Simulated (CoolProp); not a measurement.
A closed Brayton cycle with nitrogen: compressor inlet 331.15 K and 4.8 MPa, high pressure 9.56 MPa, turbine inlet 685 K, compressor efficiency 0.8, turbine efficiency 0.85, recuperator effectiveness 0.8 (on enthalpy, no pinch check). Each further row changes one setting.

The numbers come from the reference Helmholtz-energy equation of state, Span 2000 in CoolProp.

| case | thermal efficiency (%) | net work (kJ/kg) | compressor to turbine work | compressor exit (K) | turbine exit (K) |
|---|---|---|---|---|---|
| as stated | 10.8 | 16.2 | 0.86 | 421.9 | 584.3 |
| turbine inlet 635 K | 6.0 | 7.95 | ___ | 421.9 | 540.7 |
| compressor inlet 341.15 K | 8.9 | ___ | 0.88 | 434.5 | 584.3 |
| high pressure 8.13 MPa | 11.9 | 16.1 | 0.82 | 398.9 | ___ |
| recuperator effectiveness 0.5 | 8.0 | 16.2 | 0.86 | 421.9 | 584.3 |

**Question.** Complete the blanks.

**Answer.** 
- turbine inlet 635 K, compressor to turbine work: 0.92
- compressor inlet 341.15 K, net work (kJ/kg): 13.1
- high pressure 8.13 MPa, turbine exit (K): 606.5
